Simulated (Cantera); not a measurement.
What does this Cantera script print?

```python
import numpy as np
import cantera as ct

gas_names = """
    C CO COS CO2 CS CS2 C2 C2O C3 C3O2 C4 C5 Mg MgO MgS Mg2 O O2 O3 S SO SO2 SO3 S2 S2O S8
""".split()
cond_names = """
    C(gr) Mg(cr) Mg(L) MgCO3(s) MgO(s) MgO(L) MgS(s) MgSO4(s) MgSO4(L) S(cr1) S(cr2) S(L)
""".split()


# ... load() reads the species with a 1 bar reference pressure and builds the phases ...
atoms = {
    'MgO': {'Mg': 1, 'O': 1},
    'SO3': {'S': 1, 'O': 3},
    'CO2': {'C': 1, 'O': 2},
}
top_T = {'C(gr)': 4500, 'MgS(s)': 2250}  # K; cautious upper limits of use, not melting points


# ... equilibrate(T, P, feed) seeds the gas with the atoms and calls Mixture.equilibrate('TP', solver="vcs", rtol=1e-11, max_steps=5000) ...
results = []
feed = {'MgO': 1, 'SO3': 0.29, 'CO2': 0.31}  # mol
P = 10000  # Pa
for T in [800, 900, 1000, 1100, 1200, 1300, 1400, 1500, 1600, 1700]:
    mix = equilibrate(T, P, feed)
    results.append((T, P, feed, dict(zip(mix.species_names, mix.species_moles))))
    x = sorted(zip(gas.X, gas.species_names), reverse=True)
    print(f"T = {T:g} K  P = {P:g} Pa  gas = {mix.phase_moles(0):.4g} mol")
    print("   x: " + "  ".join(f"{s} {v:.3e}" for v, s in x if v > 0.001))
    print("   condensed (mol): " + ("  ".join(f"{mix.phase(i).name} {mix.phase_moles(i):.4g}"
          for i in range(1, mix.n_phases) if mix.phase_moles(i) > 1e-12) or "none"))
```

Result:

```
T = 800 K  P = 10000 Pa  gas = 0.31 mol
   x: CO2 1.000e+00
   condensed (mol): MgO(s) 0.71  MgSO4(s) 0.29
T = 900 K  P = 10000 Pa  gas = 0.31 mol
   x: CO2 9.999e-01
   condensed (mol): MgO(s) 0.71  MgSO4(s) 0.29
T = 1000 K  P = 10000 Pa  gas = 0.3112 mol
   x: CO2 9.962e-01  SO2 2.516e-03  O2 1.258e-03
   condensed (mol): MgO(s) 0.7108  MgSO4(s) 0.2892
T = 1100 K  P = 10000 Pa  gas = 0.3293 mol
   x: CO2 9.414e-01  SO2 3.836e-02  O2 1.918e-02  SO3 1.045e-03
   condensed (mol): MgO(s) 0.723  MgSO4(s) 0.277
T = 1200 K  P = 10000 Pa  gas = 0.7027 mol
   x: CO2 4.412e-01  SO2 3.641e-01  O2 1.821e-01  SO3 1.263e-02
   condensed (mol): MgO(s) 0.9748  MgSO4(s) 0.02524
T = 1300 K  P = 10000 Pa  gas = 0.7426 mol
   x: CO2 4.175e-01  SO2 3.840e-01  O2 1.920e-01  SO3 6.497e-03
   condensed (mol): MgO(s) 1
T = 1400 K  P = 10000 Pa  gas = 0.7437 mol
   x: CO2 4.168e-01  SO2 3.865e-01  O2 1.932e-01  SO3 3.474e-03
   condensed (mol): MgO(s) 1
T = 1500 K  P = 10000 Pa  gas = 0.7443 mol
   x: CO2 4.165e-01  SO2 3.876e-01  O2 1.938e-01  SO3 2.017e-03
   condensed (mol): MgO(s) 1
T = 1600 K  P = 10000 Pa  gas = 0.7446 mol
   x: CO2 4.163e-01  SO2 3.882e-01  O2 1.941e-01  SO3 1.254e-03
   condensed (mol): MgO(s) 1
T = 1700 K  P = 10000 Pa  gas = 0.7448 mol
   x: CO2 4.160e-01  SO2 3.885e-01  O2 1.944e-01
   condensed (mol): MgO(s) 1
```

These are equilibrium values from Cantera (NASA tables, ideal gas, pure condensed phases), not measurements of a reactor. Mutual solubility and eutectic melting of coexisting phases are not modelled.
